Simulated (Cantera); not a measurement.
Mixture: C2H4 : O2 : N2 : CO2 = 1 : 2 : 7.52 : 0.41 (molar parts), at 8.60 bar, adiabatic and at constant pressure. Ignition delay is the time to a rise of 400 K.

Model: GRI-Mech 3.0 (53 species, 325 reactions), integrated in Cantera. GRI-Mech 3.0 was tuned for natural gas; its chemistry of ethylene as a main component is partial and can be far from experiment.

Task: What does this change do: N2 7.52 to 17 parts?

Result: 
```json
[
 {"quantity": "delay at 1100 K", "before": "11.6 ms", "after": "18.0 ms"},
 {"quantity": "delay at 1200 K", "before": "0.971 ms", "after": "1.27 ms"},
 {"quantity": "delay at 1300 K", "before": "94.5 µs", "after": "0.115 ms"},
 {"quantity": "delay at 1400 K", "before": "15.6 µs", "after": "20.2 µs"},
 {"quantity": "delay at 1500 K", "before": "5.68 µs", "after": "8.77 µs"},
 {"quantity": "apparent activation energy between 1400 and 1500 K", "before": "180 kJ/mol", "after": "150 kJ/mol"}
]
```

Task: What does this change do: CO2 0.41 to 0.97 parts?

Result: 
```
quantity                                                before       after
--------------------------------------------------  ----------  ----------
delay at 1100 K                                        11.6 ms     12.4 ms
delay at 1200 K                                       0.971 ms     1.04 ms
delay at 1300 K                                        94.5 µs    0.100 ms
delay at 1400 K                                        15.6 µs     16.3 µs
delay at 1500 K                                        5.68 µs     5.89 µs
apparent activation energy between 1400 and 1500 K  180 kJ/mol  180 kJ/mol
```
